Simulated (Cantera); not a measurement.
## Equilibrium for aluminium nitride and oxide growth: Al(CH₃)₃ + O₂ + N₂

Input: 1 mol Al(CH₃)₃, 0.31 mol O₂, 620 mol N₂, equilibrated at 7.50 Torr.

Method: chemical equilibrium by Gibbs-energy minimisation in Cantera with the NASA 1993 tables (ideal gas, pure condensed phases). Candidate condensed phases: Al, AlN, Al₂O₃, C, C₆H₆, C₇H₈, C₈H₁₈, H₂O; 148 gas species. The feed counts by its element totals alone. Mutual solubility and eutectic melting of coexisting phases are not modelled. Condensed phases not in the tables: aluminium oxynitride. Rates play no part.

```tsv
T (°C)	x N₂	x H₂	x Al	x CO	x HCN	x H	n AlN(s)	n Al₂O₃(s)	n C(graphite)
602	0.993	0.00721	<1e-12	5.32e-7	4.44e-8	4.26e-11	0.587	0.207	3.00
702	0.993	0.00721	<1e-12	1.43e-5	2.91e-7	9.71e-10	0.593	0.204	2.99
802	0.993	0.00721	<1e-12	0.000207	1.34e-6	1.25e-8	0.673	0.164	2.87
902	0.992	0.00720	<1e-12	0.000993	4.75e-6	1.04e-7	1.00	0	2.38
1002	0.992	0.00720	7.41e-12	0.000993	1.38e-5	6.25e-7	1.00	0	2.37
1102	0.992	0.00719	5.94e-10	0.000993	3.41e-5	2.90e-6	1.00	0	2.36
1202	0.992	0.00716	2.61e-8	0.000993	7.45e-5	1.10e-5	1.000	0	2.33
1302	0.992	0.00711	7.06e-7	0.000993	0.000147	3.50e-5	1.000	0	2.29
1402	0.992	0.00702	1.28e-5	0.000993	0.000266	9.73e-5	0.992	0	2.21
1502	0.991	0.00685	0.000166	0.000992	0.000447	0.000240	0.896	0	2.09
1602	0.990	0.00655	0.00159	0.000990	0.000702	0.000530	0	0	1.92
```
x: gas mole fraction; n: condensed amount in mol.

From 602 °C to 802 °C the condensed part is AlN(s) + Al₂O₃(s) + C(graphite). From 902 °C to 1502 °C the condensed part is AlN(s) + C(graphite). At 1602 °C the condensed part is C(graphite).
